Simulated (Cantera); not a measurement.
A closed system holds: 1 mol Fe(CO)5, 0.81 mol CO, 1.9 mol H2, at 1075 K and 1.00 bar.

Cantera equilibrium calculation (NASA polynomials, part measured and part estimated; ideal gas, pure solids and liquids). Candidate condensed phases: C, C6H6, C7H8, C8H18, Fe, Fe(CO)5, FeO, Fe(OH)2, Fe(OH)3, Fe2O3, Fe3O4, H2O; 114 gas species. Condensed phases not in the tables: cementite and carbon dissolved in iron. Rates play no part.

Base state: CO 0.674, H2 0.242, CO2 0.0617, H2O 0.0206, CH4 0.00263 (mole fractions); condensed: C(graphite) + Fe(α).

Question: What changes in the equilibrium state with this change: H2 from 1.9 to 13 mol?

Answer: 
```tsv
species	before	after
H2	0.242	0.665
CO	0.674	0.281
H2O	0.0206	0.0236
CO2	0.0617	0.0107
CH4	0.00263	0.0200
C(graphite), mol	0.566	0.256
Fe(α), mol	1.00	1.00
```
